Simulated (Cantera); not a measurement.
Mixture: CH4 : H2 : O2 : N2 = 1 : 1.1 : 3.31 : 12.5 (molar parts), at 3750 Torr, adiabatic and at constant pressure. Ignition delay is the time to a rise of 400 K.

Model: GRI-Mech 3.0 (53 species, 325 reactions), integrated in Cantera.

### Question
Predict: delay at 1200 K; delay at 1300 K; delay at 1400 K; delay at 1500 K; delay at 1600 K; delay at 1700 K; delay at 1800 K; apparent activation energy between 1600 and 1800 K.

### Answer
* **delay at 1200 K**: 0.243 ms
* **delay at 1300 K**: 0.100 ms
* **delay at 1400 K**: 49.7 µs
* **delay at 1500 K**: 27.3 µs
* **delay at 1600 K**: 16.2 µs
* **delay at 1700 K**: 10.2 µs
* **delay at 1800 K**: 6.77 µs
* **apparent activation energy between 1600 and 1800 K**: 100 kJ/mol
